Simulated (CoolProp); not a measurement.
Vapour-liquid equilibrium of R143a (1) + propane (2) at 36.45 °C; x and y are mole fractions of (1).

The numbers come from the multi-fluid Helmholtz-energy mixture model, Lemmon and Jacobsen 2000 and Lemmon 2009; pair parameters Bell 2016 in CoolProp.

```csv
x,"bubble pressure, mixture model (kPa)","bubble pressure, Raoult's law (kPa)","y, mixture model","y, Raoult's law"
0.05,1399,1282,0.117,0.066
0.125,1559,1313,…,0.160
0.2,1676,1345,0.321,0.250
0.275,…,1376,0.387,0.336
0.35,1826,1408,0.442,0.418
0.425,1872,1440,0.492,0.497
0.5,…,1471,0.541,0.572
0.575,1920,1503,0.591,0.644
0.65,1923,1534,…,0.712
0.725,1909,1566,0.700,0.779
0.8,1878,1598,0.764,0.842
0.875,1825,1629,0.839,0.903
0.95,1748,1661,0.929,0.962
```

Question: What belongs in the gaps?

Answer: 
- 0.125, y, mixture model: 0.237
- 0.275, bubble pressure, mixture model (kPa): 1762
- 0.5, bubble pressure, mixture model (kPa): 1903
- 0.65, y, mixture model: 0.643

The largest gap from Raoult's law is +30.0 % in bubble pressure, at x = 0.425. y crosses x between x = 0.575 and 0.65: the model has an azeotrope there.

The pair parameters rest on a limited set of measurements; away from them the model extrapolates.
